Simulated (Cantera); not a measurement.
# Equilibrium for abatement and gas-phase synthesis: PH3 + H2 + O2

Charge: 1 mol PH3, 1.7 mol H2, a varied amount of O2, at 2398 K and 47.0 bar.

Cantera equilibrium calculation (NASA polynomials, part measured and part estimated; ideal gas, pure solids and liquids). Candidate condensed phases: H2O, P, P4O10; 17 gas species. The ideal-gas law is rough above about 30 bar. Gases not in the tables: HPO2, HPO3 and P4O6. Kinetics and transport are ignored.

From 0.56 mol O2 to 2.5 mol O2 nothing is condensed.

```json
[
 {"n(O2) (mol)": "0.56", "log p H2O": "1.03", "log p H2": "1.46", "log p PO2": "-0.15", "log p P2": "0.68", "log p PO": "0.26"},
 {"n(O2) (mol)": "0.64", "log p H2O": "1.07", "log p H2": "1.44", "log p PO2": "-0.03", "log p P2": "0.66", "log p PO": "0.32"},
 {"n(O2) (mol)": "0.74", "log p H2O": "1.12", "log p H2": "1.41", "log p PO2": "0.10", "log p P2": "0.62", "log p PO": "0.38"},
 {"n(O2) (mol)": "0.85", "log p H2O": "1.16", "log p H2": "1.38", "log p PO2": "0.23", "log p P2": "0.58", "log p PO": "0.43"},
 {"n(O2) (mol)": "0.97", "log p H2O": "1.20", "log p H2": "1.35", "log p PO2": "0.34", "log p P2": "0.53", "log p PO": "0.47"},
 {"n(O2) (mol)": "1.1", "log p H2O": "1.24", "log p H2": "1.32", "log p PO2": "0.45", "log p P2": "0.46", "log p PO": "0.51"},
 {"n(O2) (mol)": "1.3", "log p H2O": "1.28", "log p H2": "1.26", "log p PO2": "0.59", "log p P2": "0.33", "log p PO": "0.55"},
 {"n(O2) (mol)": "1.5", "log p H2O": "1.32", "log p H2": "1.20", "log p PO2": "0.70", "log p P2": "0.16", "log p PO": "0.56"},
 {"n(O2) (mol)": "1.7", "log p H2O": "1.36", "log p H2": "1.13", "log p PO2": "0.79", "log p P2": "-0.08", "log p PO": "0.55"},
 {"n(O2) (mol)": "1.9", "log p H2O": "1.40", "log p H2": "1.04", "log p PO2": "0.87", "log p P2": "-0.43", "log p PO": "0.50"},
 {"n(O2) (mol)": "2.2", "log p H2O": "1.46", "log p H2": "0.83", "log p PO2": "0.96", "log p P2": "-1.37", "log p PO": "0.31"},
 {"n(O2) (mol)": "2.5", "log p H2O": "1.53", "log p H2": "0.24", "log p PO2": "1.03", "log p P2": "-3.85", "log p PO": "-0.28"}
]
```
log p: log10 of the partial pressure in bar; nothing condenses.
